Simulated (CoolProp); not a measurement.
The numbers come from the reference Helmholtz-energy equation of state, Zhou 2011 in CoolProp.

Q: Give the vapour pressure (MPa), liquid density (kg/m³), vapour density (kg/m³), surface tension (mN/m) of saturated dimethyl carbonate at 117.55, 136.65, 144.25 °C.

A: 
```csv
T (°C),p (MPa),liquid density (kg/m³),vapour density (kg/m³),surface tension (mN/m)
117.55,0.226,934,6.61,15.4
136.65,0.367,904,10.5,13.0
144.25,0.439,892,12.4,12.1
```

Surface tension comes from a separate correlation (Mulero 2014).
